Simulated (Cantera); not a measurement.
## Hydrocarbon pyrolysis for carbon deposition

A perfectly stirred reactor is fed with 1.59 % C3H8, 98.4 % H2, at 37000 Pa; it is held at 1700 K, and followed from long to short residence time.

Cantera simulation using GRI-Mech 3.0 (53 species, 325 reactions); the numbers are that mechanism's predictions, not measurements. GRI-Mech 3.0 was tuned for natural gas; its chemistry of propane as a main component is partial and can be far from experiment. GRI-Mech 3.0 stops at C3 and has no aromatics, soot or wall deposition, so with more carbon than oxygen in the feed, carbon stays in small species such as C2H2 where larger ones or solid carbon would form.

```csv
τ (s),x C3H8,x H2,x C2H,x C2H4,x C2H2,x CH3
5.3,7.74e-8,0.973,2.62e-8,0.000330,0.0188,3.78e-5
1.7,2.40e-7,0.972,2.56e-8,0.000323,0.0181,4.68e-5
0.54,7.43e-7,0.971,2.49e-8,0.000318,0.0169,6.20e-5
0.17,2.26e-6,0.970,2.55e-8,0.000338,0.0156,8.35e-5
0.054,6.48e-6,0.969,2.89e-8,0.000422,0.0147,0.000113
0.017,1.76e-5,0.968,3.62e-8,0.000635,0.0140,0.000159
0.0055,4.47e-5,0.968,4.66e-8,0.00109,0.0132,0.000226
0.0017,0.000115,0.967,5.80e-8,0.00206,0.0120,0.000323
```
x: mole fraction; the columns are a selection and need not sum to one.
